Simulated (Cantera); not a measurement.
Cantera run:

```python
import numpy as np
import cantera as ct

gas_names = """
    B BH BH2 BH3 BN B2 H H2 N NH NH2 NH3 N2 N2H2 N2H4
""".split()
cond_names = """
    B(b) B(L) BN(s)
""".split()


# ... load() reads the species with a 1 bar reference pressure and builds the phases ...
atoms = {
    'BN': {'B': 1, 'N': 1},
    'H2': {'H': 2},
}
top_T = {'BN(s)': 3200}  # K; cautious upper limits of use, not melting points


# ... equilibrate(T, P, feed) seeds the gas with the atoms and calls Mixture.equilibrate('TP', solver="vcs", rtol=1e-11, max_steps=5000) ...
results = []
feed = {'BN': 1, 'H2': 0.05}  # mol
T = 1723.15  # K
for P in [1, 5.6, 32, 180, 1000, 5600, 32000, 180000, 1000000]:
    mix = equilibrate(T, P, feed)
    results.append((T, P, feed, dict(zip(mix.species_names, mix.species_moles))))
    x = sorted(zip(gas.X, gas.species_names), reverse=True)
    print(f"T = {T:g} K  P = {P:g} Pa  gas = {mix.phase_moles(0):.4g} mol")
    print("   x: " + "  ".join(f"{s} {v:.3e}" for v, s in x if v > 0.0001))
    print("   condensed (mol): " + ("  ".join(f"{mix.phase(i).name} {mix.phase_moles(i):.4g}"
          for i in range(1, mix.n_phases) if mix.phase_moles(i) > 1e-12) or "none"))
```

It prints:

```
T = 1723.15 K  P = 1 Pa  gas = 0.05703 mol
   x: H2 8.501e-01  N2 9.656e-02  H 5.324e-02
   condensed (mol): B(b) 0.01101  BN(s) 0.989
T = 1723.15 K  P = 5.6 Pa  gas = 0.0515 mol
   x: H2 9.588e-01  H 2.389e-02  N2 1.724e-02
   condensed (mol): B(b) 0.001772  BN(s) 0.9982
T = 1723.15 K  P = 32 Pa  gas = 0.05041 mol
   x: H2 9.868e-01  H 1.014e-02  N2 3.018e-03
   condensed (mol): B(b) 0.0003004  BN(s) 0.9997
T = 1723.15 K  P = 180 Pa  gas = 0.05013 mol
   x: H2 9.951e-01  H 4.294e-03  N2 5.365e-04
   condensed (mol): B(b) 5.007e-05  BN(s) 0.9999
T = 1723.15 K  P = 1000 Pa  gas = 0.05005 mol
   x: H2 9.980e-01  H 1.824e-03
   condensed (mol): B(b) 5.918e-06  BN(s) 1
T = 1723.15 K  P = 5600 Pa  gas = 0.05002 mol
   x: H2 9.991e-01  H 7.713e-04
   condensed (mol): BN(s) 1
T = 1723.15 K  P = 32000 Pa  gas = 0.05001 mol
   x: H2 9.996e-01  H 3.228e-04
   condensed (mol): BN(s) 1
T = 1723.15 K  P = 180000 Pa  gas = 0.05 mol
   x: H2 9.998e-01  H 1.361e-04
   condensed (mol): BN(s) 1
T = 1723.15 K  P = 1e+06 Pa  gas = 0.05 mol
   x: H2 9.999e-01
   condensed (mol): BN(s) 1
```

Cantera equilibrium calculation (NASA polynomials, part measured and part estimated; ideal gas, pure solids and liquids). Mutual solubility and eutectic melting of coexisting phases are not modelled. The tables' values for BH2 are old estimates; treat these amounts as uncertain.
